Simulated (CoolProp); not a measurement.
Vapour-liquid equilibrium of isopentane (1) + toluene (2) at 315 K; x and y are mole fractions of (1).

The numbers come from the multi-fluid Helmholtz-energy mixture model, Lemmon 2006 and Lemmon 2006; pair parameters Bell 2016 in CoolProp.

Question: Give the bubble pressure and the first vapour's composition at x = 0.55, 0.85, 0.95. Is there an azeotrope?

Answer: x = 0.55: 1.059 bar, y = 0.956; x = 0.85: 1.405 bar, y = 0.984; x = 0.95: 1.533 bar, y = 0.994. No azeotrope shows between x = 0.05 and 0.95.

Pair parameters are fitted to limited data, so mixtures are less certain than the pure fluids.
